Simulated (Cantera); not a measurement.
Charge: 1 mol KCl, 0.041 mol HF, 120 mol H₂, held at 1.00 bar.

These are equilibrium values from Cantera (NASA tables, ideal gas, pure condensed phases), not measurements of a reactor. Candidate condensed phases: K, KCl, KF, KHF₂; 23 gas species. Kinetics and transport are ignored.

x: gas mole fraction; n: condensed amount in mol.

| T (K) | x H₂ | x KCl | x H | x HCl | x K | x K₂Cl₂ | x HF | n KCl(s) | n KCl(l) |
|---|---|---|---|---|---|---|---|---|---|
| 1025 | 0.999 | 0.000242 | 4.36e-9 | 5.63e-6 | 1.13e-7 | 0.000106 | 0.000336 | 0.945 | 0 |
| 1125 | 0.997 | 0.00166 | 4.44e-8 | 2.09e-5 | 1.87e-6 | 0.000742 | 0.000322 | 0 | 0.619 |
| 1225 | 0.993 | 0.00522 | 3.11e-7 | 5.33e-5 | 1.44e-5 | 0.00150 | 0.000300 | 0 | 0 |
| 1325 | 0.992 | 0.00683 | 1.63e-6 | 9.56e-5 | 4.99e-5 | 0.000671 | 0.000293 | 0 | 0 |
| 1425 | 0.992 | 0.00757 | [?] | [?] | [?] | [?] | 0.000294 | 0 | 0 |
| 1525 | 0.991 | 0.00778 | 2.36e-5 | 0.000279 | 0.000238 | 0.000102 | 0.000298 | 0 | 0 |
| 1625 | 0.991 | 0.00773 | 7.02e-5 | 0.000446 | 0.000409 | 4.20e-5 | 0.000303 | 0 | 0 |
| 1725 | 0.991 | 0.00754 | 0.000185 | 0.000680 | 0.000646 | 1.86e-5 | 0.000307 | 0 | 0 |
| 1825 | 0.990 | 0.00725 | 0.000438 | 0.000987 | 0.000956 | 8.68e-6 | 0.000311 | 0 | 0 |
| 1925 | 0.989 | 0.00687 | 0.000951 | 0.00137 | 0.00134 | 4.24e-6 | 0.000314 | 0 | 0 |
| 2025 | 0.988 | 0.00642 | [?] | [?] | [?] | [?] | 0.000317 | 0 | 0 |
| 2125 | 0.985 | 0.00589 | 0.00360 | 0.00234 | 0.00231 | 1.10e-6 | 0.000319 | 0 | 0 |

Problem. What belongs in the gaps?

Solution. 
- 1425, x H: 6.79e-6
- 1425, x HCl: 0.000166
- 1425, x K: 0.000121
- 1425, x K₂Cl₂: 0.000261
- 2025, x H: 0.00191
- 2025, x HCl: 0.00182
- 2025, x K: 0.00180
- 2025, x K₂Cl₂: 2.14e-6
